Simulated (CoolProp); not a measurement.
Model: reference Helmholtz-energy equation of state, Lemmon 2016, in CoolProp.

Problem. For R365MFC, give the phase and the cp (kJ/(kg K)), cv (kJ/(kg K)), speed of sound (m/s) at 353.7 K and 0.0292 MPa; 394.2 K and 0.0325 MPa.

Solution. 
- 353.7 K and 0.0292 MPa: gas; cp 1.09, cv 1.03, speed of sound 144
- 394.2 K and 0.0325 MPa: gas; cp 1.16, cv 1.10, speed of sound 152
